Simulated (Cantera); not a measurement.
Ignition delay

Mixture: H₂ : O₂ : N₂ = 1 : 0.238 : 0.895 (molar parts), equivalence ratio 2.1, at 4.93 atm, adiabatic and at constant volume. Ignition delay is the time to a rise of 400 K.

Model: GRI-Mech 3.0 (53 species, 325 reactions), integrated in Cantera. The hydrogen kinetics of GRI-Mech 3.0 are dated; newer H2 mechanisms differ, most at raised pressure. Where the delays flatten at high temperature, the 400 K rule measures the pace of heat release, not the induction time.

```tsv
T0 (K)	delay (ms)
1175	0.0288
1275	0.00868
1375	0.00482
1475	0.00319
1575	0.00232
1675	0.00180
1775	0.00147
1875	0.00127
1975	0.00114
2075	0.00108
```
